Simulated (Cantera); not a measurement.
A Cantera script and what it prints.

```python
import numpy as np
import cantera as ct

gas_names = """
    H H2 N NH NH2 NH3 N2 N2H2 N2H4 Si SiH SiH2 SiH3 SiH4 SiN Si2 Si2N Si3
""".split()
cond_names = """
    Si(cr) Si(L) Si3N4(a)
""".split()


# ... load() reads the species with a 1 bar reference pressure and builds the phases ...
atoms = {
    'SiH4': {'Si': 1, 'H': 4},
    'N2': {'N': 2},
}
top_T = {'Si3N4(a)': 2400}  # K; cautious upper limits of use, not melting points


# ... equilibrate(T, P, feed) seeds the gas with the atoms and calls Mixture.equilibrate('TP', solver="vcs", rtol=1e-11, max_steps=5000) ...
results = []
feed = {'SiH4': 1, 'N2': 140}  # mol
T = 1223.15  # K
P = 37000  # Pa
mix = equilibrate(T, P, feed)
results.append((T, P, feed, dict(zip(mix.species_names, mix.species_moles))))
print(gas.report(threshold=0.001))
for i in range(1, mix.n_phases):
    print(f"{mix.phase(i).name:16s} {mix.phase_moles(i):12.5e} mol")
```

Output:

```
       temperature   1223.2 K
          pressure   37000 Pa
           density   0.10058 kg/m^3
  mean mol. weight   27.646 kg/kmol
   phase of matter   gas

                          1 kg             1 kmol
                     ---------------   ---------------
          enthalpy        1.0439e+06         2.886e+07  J
   internal energy        6.7607e+05        1.8691e+07  J
           entropy            8784.8        2.4287e+05  J/K
    Gibbs function       -9.7012e+06        -2.682e+08  J
 heat capacity c_p              1219             33702  J/K
 heat capacity c_v            918.29             25387  J/K

                      mass frac. Y      mole frac. X     chem. pot. / RT
                     ---------------   ---------------   ---------------
                H2         0.0010319          0.014151           -23.281
                N2           0.99897           0.98585           -26.417
     [  +16 minor]         6.763e-08        1.6525e-07

Si(cr)            0.00000e+00 mol
Si3N4(a)          3.33333e-01 mol
```

Cantera equilibrium calculation (NASA polynomials, part measured and part estimated; ideal gas, pure solids and liquids). N2 is the only nitrogen source here; it is nearly inert below about 1500 K, so the nitride shown seldom forms there in practice.
